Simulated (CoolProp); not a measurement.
Properties of n-heptane along the isobar 254 kPa.

Model: reference Helmholtz-energy equation of state, Span 2003, in CoolProp. It is a short technical equation, of lower accuracy than the large ones.

```tsv
T (K)	phase	Z	cp (kJ/(kg K))
492	gas	[?]	2.525
507.5	gas	[?]	2.579
522.9	gas	[?]	2.633
538.3	gas	[?]	[?]
553.7	gas	[?]	2.737
569.2	gas	[?]	2.788
584.6	gas	0.9754	2.837
600	gas	0.9777	2.886
```

### Question
Some entries are withheld; supply them.

### Answer

- 492, Z: 0.9529
- 507.5, Z: 0.9581
- 522.9, Z: 0.9626
- 538.3, Z: 0.9665
- 538.3, cp (kJ/(kg K)): 2.685
- 553.7, Z: 0.9698
- 569.2, Z: 0.9728
